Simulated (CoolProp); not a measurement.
Vapour-liquid equilibrium of hydrogen sulfide (1) + isobutane (2) at 305.6 K; x and y are mole fractions of (1).

The numbers come from the multi-fluid Helmholtz-energy mixture model, Lemmon 2006 and Bücker 2006; pair parameters Kunz 2012 in CoolProp.

```json
[
 {"x": "0.05", "bubble pressure (MPa)": "0.5678", "y at the bubble point": "0.248", "dew pressure at overall composition x (MPa)": "0.4554", "liquid density (mol/L)": "9.608"},
 {"x": "0.125", "bubble pressure (MPa)": "0.7721", "y at the bubble point": "0.466", "dew pressure at overall composition x (MPa)": "0.4926", "liquid density (mol/L)": "10.08"},
 {"x": "0.2", "bubble pressure (MPa)": "0.9702", "y at the bubble point": "0.593", "dew pressure at overall composition x (MPa)": "0.5359", "liquid density (mol/L)": "10.58"},
 {"x": "0.275", "bubble pressure (MPa)": "1.155", "y at the bubble point": "0.674", "dew pressure at overall composition x (MPa)": "0.5871", "liquid density (mol/L)": "11.13"},
 {"x": "0.35", "bubble pressure (MPa)": "1.324", "y at the bubble point": "0.731", "dew pressure at overall composition x (MPa)": "0.6484", "liquid density (mol/L)": "11.72"},
 {"x": "0.425", "bubble pressure (MPa)": "1.476", "y at the bubble point": "0.773", "dew pressure at overall composition x (MPa)": "0.7233", "liquid density (mol/L)": "12.38"},
 {"x": "0.5", "bubble pressure (MPa)": "1.614", "y at the bubble point": "0.807", "dew pressure at overall composition x (MPa)": "0.8166", "liquid density (mol/L)": "13.11"},
 {"x": "0.575", "bubble pressure (MPa)": "1.741", "y at the bubble point": "0.836", "dew pressure at overall composition x (MPa)": "0.9362", "liquid density (mol/L)": "13.93"},
 {"x": "0.65", "bubble pressure (MPa)": "1.861", "y at the bubble point": "0.862", "dew pressure at overall composition x (MPa)": "1.093", "liquid density (mol/L)": "14.87"},
 {"x": "0.725", "bubble pressure (MPa)": "1.977", "y at the bubble point": "0.888", "dew pressure at overall composition x (MPa)": "1.304", "liquid density (mol/L)": "15.97"},
 {"x": "0.8", "bubble pressure (MPa)": "2.093", "y at the bubble point": "0.915", "dew pressure at overall composition x (MPa)": "1.585", "liquid density (mol/L)": "17.26"},
 {"x": "0.875", "bubble pressure (MPa)": "2.210", "y at the bubble point": "0.944", "dew pressure at overall composition x (MPa)": "1.917", "liquid density (mol/L)": "18.81"},
 {"x": "0.95", "bubble pressure (MPa)": "2.329", "y at the bubble point": "0.976", "dew pressure at overall composition x (MPa)": "2.232", "liquid density (mol/L)": "20.70"}
]
```

No azeotrope shows between x = 0.05 and 0.95.

Pair parameters are fitted to limited data, so mixtures are less certain than the pure fluids.
